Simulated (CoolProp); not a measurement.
Model: reference Helmholtz-energy equation of state, Thol 2019, in CoolProp.

**Question.** For tetradecamethylhexasiloxane (MD4M), give the phase and the density (kg/m³), cv (kJ/(kg K)), speed of sound (m/s), Joule-Thomson coefficient (K/MPa) at -13.65 °C and 3420 kPa; 164.75 °C and 224 kPa.

**Answer.** 
- -13.65 °C and 3420 kPa: liquid; density 928, cv 1.32, speed of sound 1100, Joule-Thomson coefficient -0.493
- 164.75 °C and 224 kPa: liquid; density 749, cv 1.77, speed of sound 570, Joule-Thomson coefficient -0.257
